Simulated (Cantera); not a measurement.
What does this Cantera script print?

```python
import numpy as np
import cantera as ct

gas = ct.Solution("gri30.yaml")


def delay(T, t_max=10):
    gas.TPX = T, 45000, {'H2': 1, 'O2': 1.06, 'N2': 4}
    reactor = ct.IdealGasReactor(gas, clone=False)
    net = ct.ReactorNet([reactor])
    net.rtol, net.atol = 1e-8, 1e-16
    while net.time < t_max:
        t_old, T_old = net.time, reactor.T
        net.step()
        if reactor.T > T + 400:  # ignition: a rise of 400 K
            return t_old + (T + 400 - T_old) / (reactor.T - T_old) * (net.time - t_old)
    return np.nan


taus = []
for T in [873, 948, 1023, 1098, 1173, 1248, 1323, 1398, 1473, 1548]:
    taus.append(delay(T))
    print(f"T0 = {T:6g} K   tau = {taus[-1]:.4e} s")
```

It prints:

```
T0 =    873 K   tau = 2.3144e-01 s
T0 =    948 K   tau = 7.7013e-04 s
T0 =   1023 K   tau = 3.2382e-04 s
T0 =   1098 K   tau = 1.8821e-04 s
T0 =   1173 K   tau = 1.2684e-04 s
T0 =   1248 K   tau = 9.4977e-05 s
T0 =   1323 K   tau = 7.7811e-05 s
T0 =   1398 K   tau = 6.9069e-05 s
T0 =   1473 K   tau = 6.5702e-05 s
T0 =   1548 K   tau = 6.6095e-05 s
```

Detailed kinetics in Cantera: GRI-Mech 3.0 (53 species, 325 reactions). Below about 950 K walls govern HO2 and H2O2 in real vessels. Where the delays flatten at high temperature, the 400 K rule measures the pace of heat release, not the induction time.
